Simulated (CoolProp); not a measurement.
R236FA at 337.21 K and 1.34 MPa is throttled through a valve to 0.637 MPa with no heat exchange. Each further row changes one setting.

Model: reference Helmholtz-energy equation of state, Pan 2012, in CoolProp.

| case | temperature change (K) | final phase | final density (kg/m³) |
|---|---|---|---|
| as stated | ? | ? | 301 |
| outlet pressure 0.191 MPa | ? | ? | ? |
| outlet pressure 0.828 MPa | ? | ? | ? |

**Question.** Complete the blanks.

**Answer.** 
- as stated, temperature change (K): -10.8
- as stated, final phase: two-phase, vapour fraction 0.112
- outlet pressure 0.191 MPa, temperature change (K): -49.2
- outlet pressure 0.191 MPa, final phase: two-phase, vapour fraction 0.416
- outlet pressure 0.191 MPa, final density (kg/m³): 31.0
- outlet pressure 0.828 MPa, temperature change (K): -0.9
- outlet pressure 0.828 MPa, final phase: two-phase, vapour fraction 0.009
- outlet pressure 0.828 MPa, final density (kg/m³): 1020
